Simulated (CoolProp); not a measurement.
A single-stage vapour-compression cycle with the fluid: evaporating at 209.15 K (dew point), condensing at 270.15 K (bubble point), superheat 0 K, subcooling 0 K, compressor efficiency 0.75, no pressure losses. The same conditions are run with several fluids, on thermodynamics alone (safety and materials aside).

The numbers come from the reference Helmholtz-energy equation of state of each fluid (ethylene: Smukala 2000; CH2F2 (R32): Tillner-Roth 1997; R125: Lemmon 2005; R410A: Lemmon 2003; dimethyl ether: Wu 2011) in CoolProp. Blends and air are pseudo-pure fits.

Rank ethylene, CH2F2 (R32), R125, R410A, dimethyl ether by cooling COP, highest first.

dimethyl ether (2.06), R410A (1.95), CH2F2 (R32) (1.93), R125 (1.83), ethylene (1.46)

```csv
fluid,pressure ratio,discharge temperature (K),refrigerating effect (kJ/kg),volumetric capacity (kJ/m³)
ethylene,5.87,335.7,223,2670
CH2F2 (R32),14.3,395.5,295,470
R125,14.1,296.0,102,312
R410A,14.3,345.9,197,431
dimethyl ether,19.0,344.0,372,125
```
